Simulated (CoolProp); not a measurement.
Computed with CoolProp (reference Helmholtz-energy equation of state, Gedanitz 2015).

Task: For cyclopentane, give the phase and the cv (kJ/(kg K)), speed of sound (m/s), conductivity (mW/(m K)) at 430.1 K and 0.0725 MPa; 430.1 K and 0.156 MPa; 430.1 K and 0.725 MPa.

Result: 
- 430.1 K and 0.0725 MPa: gas; cv 1.72, speed of sound 231, conductivity 26.0
- 430.1 K and 0.156 MPa: gas; cv 1.72, speed of sound 229, conductivity 26.4
- 430.1 K and 0.725 MPa: gas; cv 1.75, speed of sound 211, conductivity 28.8

Thermal conductivity comes from a separate model (Vassiliou 2015).
